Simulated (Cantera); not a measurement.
Gas mixture: 11.5 % C2H4, 47.3 % C2H2, 33.5 % NH3, 7.69 % H2O, at 0.00310 bar, frozen composition.

Cantera's kinetic-theory transport with the Lennard-Jones parameters of GRI-Mech 3.0, ideal gas; thermal conductivity in the mixture-averaged form. Polar gases are described roughly by these parameters. The composition is frozen, though it would react at the higher temperatures.

One state of this run: ρ (kg/m³) = 0.000844; cp (J/kg/K) = 2875; μ (µPa s) = 29.8; λ (mW/m/K) = 119; Pr = 0.721; D (cm²/s) CH3 = 551; D (cm²/s) H2O = 597; D (cm²/s) NO = 502. D: mixture-averaged diffusion coefficient of that species in the mixture.

**Question.** Which value of T (K) does it belong to?
A) 1000
B) 800
C) 1200
D) 600

**Answer.** A, 1000
